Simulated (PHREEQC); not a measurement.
A solution holds 0.001 mol/kgw NaBF4, at 20 °C. Closed to the air; pH follows from the charge balance.

The numbers come from PHREEQC with the ion-association model, phreeqc.dat.

The pH comes out as 3.13 and the ionic strength is 0.00178 mol/kgw. The total alkalinity comes out as -3.00 meq/kg.

```json
[
 {"species": "F-", "molality": "0.00145", "activity": "0.00139", "log γ": "-0.020"},
 {"species": "HF", "molality": "0.00141", "activity": "0.00141", "log γ": "0.000"},
 {"species": "Na+", "molality": "0.000999", "activity": "0.000954", "log γ": "-0.020"},
 {"species": "H+", "molality": "0.000776", "activity": "0.000743", "log γ": "-0.019"},
 {"species": "H3BO3", "molality": "0.000687", "activity": "0.000687", "log γ": "0.000"},
 {"species": "BF4-", "molality": "0.000219", "activity": "0.000209", "log γ": "-0.020"}
]
```

This is a speciation only: nothing precipitates in the calculation. Species that the database lacks are ignored. Real BF4- forms and hydrolyses slowly; the run takes it at equilibrium.
